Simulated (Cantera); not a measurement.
Charge: 1 mol CHF3, 0.099 mol F2, held at 1700 K.

These are equilibrium values from Cantera (NASA tables, ideal gas, pure condensed phases), not measurements of a reactor. Candidate condensed phases: C, C6H6, C7H8, C8H18; 95 gas species. Gases not in the tables: C2F6 and larger saturated fluorocarbons. The numbers say what is thermodynamically allowed, not how fast it happens.

log p: log10 of the partial pressure in bar; n: condensed amount in mol.

| P (Pa) | log p HF | log p CF4 | log p F | log p CF2 | log p CF3 | log p CF | log p CHF3 | n C(graphite) |
|---|---|---|---|---|---|---|---|---|
| 1 | -5.26 | -5.66 | -5.82 | -6.06 | -7.82 | -8.92 | ___ | 0.439 |
| 4.20 | -4.60 | -4.91 | -5.64 | -5.68 | -7.26 | -8.73 | ___ | 0.432 |
| 18 | -3.95 | -4.23 | -5.47 | -5.34 | -6.75 | -8.56 | ___ | 0.438 |
| 75 | -3.32 | -3.59 | -5.31 | -5.02 | -6.27 | -8.40 | ___ | 0.443 |
| 320 | -2.69 | -2.95 | -5.15 | -4.70 | -5.79 | -8.24 | ___ | 0.446 |
| 1300 | -2.08 | -2.34 | -4.99 | -4.40 | -5.33 | -8.09 | ___ | 0.448 |
| 5600 | -1.44 | -1.70 | -4.83 | -4.08 | -4.85 | -7.93 | ___ | 0.449 |
| 24000 | -0.81 | -1.07 | -4.68 | -3.76 | -4.38 | -7.77 | ___ | 0.450 |
| 100000 | -0.19 | -0.45 | -4.52 | -3.45 | -3.91 | -7.62 | ___ | 0.450 |

Problem. Complete the blanks.

Solution. 
- 1, log p CHF3: -12.27
- 4.20, log p CHF3: -11.23
- 18, log p CHF3: -10.24
- 75, log p CHF3: -9.29
- 320, log p CHF3: -8.34
- 1300, log p CHF3: -7.42
- 5600, log p CHF3: -6.47
- 24000, log p CHF3: -5.52
- 100000, log p CHF3: -4.59
